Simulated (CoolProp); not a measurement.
Properties of dimethyl carbonate along the isotherm 578.8 K (Tc = 557.0 K, pc = 49.09 bar, ω = 0.346).

The numbers come from the reference Helmholtz-energy equation of state, Zhou 2011 in CoolProp.

| p (bar) | phase | speed of sound (m/s) | Joule-Thomson coefficient (K/MPa) |
|---|---|---|---|
| 24.5 | gas | 200.9 | 7.691 |
| 49.1 | supercritical | 150.3 | 11.54 |
| 73.6 | supercritical | 176.1 | (withheld) |
| 98.2 | supercritical | (withheld) | 1.849 |
| 123 | supercritical | 328.3 | 1.091 |
| 147 | supercritical | 374.6 | (withheld) |
| 172 | supercritical | 414.9 | 0.5222 |
| 196 | supercritical | 448.3 | (withheld) |
| 221 | supercritical | 479.3 | 0.2781 |
| 245 | supercritical | 506.2 | (withheld) |

### Question
Fill in the missing entries.

### Answer

- 73.6, Joule-Thomson coefficient (K/MPa): 4.707
- 98.2, speed of sound (m/s): 266.9
- 147, Joule-Thomson coefficient (K/MPa): 0.7401
- 196, Joule-Thomson coefficient (K/MPa): 0.3826
- 245, Joule-Thomson coefficient (K/MPa): 0.2023
